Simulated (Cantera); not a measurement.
Thermodynamics of silicon epitaxy and polysilicon growth, feed Si2H6 + HCl + N2

A closed system holds: 1 mol Si2H6, 2.1 mol HCl, 180 mol N2, at 1425 K and 2.20 mbar.

Cantera equilibrium calculation (NASA polynomials, part measured and part estimated; ideal gas, pure solids and liquids). Candidate condensed phases: NH4Cl, Si, Si3N4; 28 gas species. The feed counts by its element totals alone. N2 is the only nitrogen source here; it is nearly inert below about 1500 K, so the nitride shown seldom forms there in practice. Rates play no part.

```yaml
x(N2): 0.972
x(H2): 0.0169
x(HCl): 0.0103
x(SiCl2): 0.000533
x(H): 1.89e-5
x(Cl): 9.47e-6
x(SiCl3): 8.24e-6
n(Si3N4(s)): 0.633 mol
gas_amount: 183.8 mol
log10 activity of Si(s) (absent): -1.55
```
